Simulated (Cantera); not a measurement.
A closed system holds: 1 mol ZrO2, 27 mol H2, 0.32 mol H2O, equilibrated at 5.55 Torr.

Cantera equilibrium calculation (NASA polynomials, part measured and part estimated; ideal gas, pure solids and liquids). Candidate condensed phases: H2O, Zr, ZrO2; 12 gas species. Rates play no part.

### Question
Which condensed phases are stable at each of these points (T (°C)): 1075, 1175, 1275, 1375, 1475, 1575, 1675, 1775, 1875, 1975?

### Answer
```csv
T (°C),condensed phases,Zr condensed (%)
1075,ZrO2(monoclinic),100.0
1175,ZrO2(monoclinic),100.0
1275,ZrO2(tetragonal),100.0
1375,ZrO2(tetragonal),100.0
1475,ZrO2(tetragonal),100.0
1575,ZrO2(tetragonal),100.0
1675,ZrO2(tetragonal),100.0
1775,ZrO2(tetragonal),100.0
1875,ZrO2(tetragonal),100.0
1975,ZrO2(tetragonal),100.0
```

From 1075 °C to 1175 °C the condensed part is ZrO2(monoclinic). From 1275 °C to 1975 °C the condensed part is ZrO2(tetragonal).
